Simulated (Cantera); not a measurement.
# Equilibrium for boron, boron nitride and boron oxide: B + NH₃ + H₂

A closed system holds: 1 mol B, 0.54 mol NH₃, 8.7 mol H₂, held at 1.33 mbar.

Equilibrium computed with Cantera from the NASA thermochemical tables; the gas is ideal and each condensed phase is pure. Candidate condensed phases: B, BN; 15 gas species. Mutual solubility and eutectic melting of coexisting phases are not modelled. The tables' values for BH₂ are old estimates; treat these amounts as uncertain. The numbers say what is thermodynamically allowed, not how fast it happens.

```
T (°C)   x H₂      x H       x B      x N₂  n B(s)  n BN(s)  n B(l)
------  -----  -------  --------  --------  ------  -------  ------
1375    0.997  0.00244   8.01e-8  0.000148   0.462    0.537       0
1475    0.992  0.00623   8.16e-7   0.00119   0.482    0.517       0
1575    0.978   0.0144   6.45e-6   0.00756   0.604    0.394       0
1675    0.942   0.0300   4.11e-5    0.0272   0.996        0       0
1775    0.914   0.0586  0.000218    0.0268   0.992        0       0
1875    0.866    0.106  0.000988    0.0261   0.980        0       0
1975    0.791    0.179   0.00391    0.0250   0.942        0       0
2075    0.682    0.279    0.0137    0.0234   0.817        0       0
2175    0.538    0.400    0.0391    0.0210       0        0   0.465
```
x: gas mole fraction; n: condensed amount in mol.

From 1375 °C to 1575 °C the condensed part is B(s) + BN(s). From 1675 °C to 2075 °C the condensed part is B(s). At 2175 °C the condensed part is B(l). The share of B in condensed phases is highest at 1375 °C (100.0 %) and lowest at 2175 °C (46.5 %).
